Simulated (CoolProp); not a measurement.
A single-stage vapour-compression cycle with R141b: evaporating at 270.15 K (dew point), condensing at 325.15 K (bubble point), superheat 5 K, subcooling 5 K, compressor efficiency 0.9, no pressure losses. Each further row changes one setting.

Model: reference Helmholtz-energy equation of state, Lemmon 2006, in CoolProp. It is a short technical equation, of lower accuracy than the large ones.

| case | cooling COP | pressure ratio | discharge temperature (K) | refrigerating effect (kJ/kg) | volumetric capacity (kJ/m³) |
|---|---|---|---|---|---|
| as stated | ___ | 7.95 | 342.4 | 185 | 235 |
| evaporating temperature 275.15 K | ___ | 6.32 | 340.3 | 188 | ___ |
| condensing temperature 320.15 K | 4.28 | 6.81 | 337.0 | 191 | 242 |
| subcooling 10 K | ___ | 7.95 | 342.4 | 191 | 242 |
| superheat 15 K | 3.82 | 7.95 | 353.1 | ___ | 235 |
| compressor efficiency 0.8 | 3.39 | 7.95 | 349.4 | 185 | 235 |

**Question.** Complete the blanks.

**Answer.** 
- as stated, cooling COP: 3.81
- evaporating temperature 275.15 K, cooling COP: 4.35
- evaporating temperature 275.15 K, volumetric capacity (kJ/m³): 296
- subcooling 10 K, cooling COP: 3.93
- superheat 15 K, refrigerating effect (kJ/kg): 192
